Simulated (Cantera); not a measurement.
An isothermal, constant-pressure homogeneous reactor starts with 13.3 % NO, 86.7 % N₂, at 1700 K and 101000 Pa.

Detailed kinetics in Cantera: GRI-Mech 3.0 (53 species, 325 reactions).

Predict: x(NO) at 100 s; x(NO₂) at 100 s; x(O₂) at 100 s; x(N₂O) at 100 s; x(O) at 100 s; x(N₂) at 100 s.


```
Property                                          Result
---------------  ---------------------------------------
x(NO) at 100 s    0.0290 (gas-phase equilibrium 0.00177)
x(NO₂) at 100 s  4.55e-5 (gas-phase equilibrium 3.12e-6)
x(O₂) at 100 s     0.0521 (gas-phase equilibrium 0.0658)
x(N₂O) at 100 s  4.24e-7 (gas-phase equilibrium 1.13e-7)
x(O) at 100 s    1.02e-5 (gas-phase equilibrium 1.15e-5)
x(N₂) at 100 s       0.919 (gas-phase equilibrium 0.932)
```
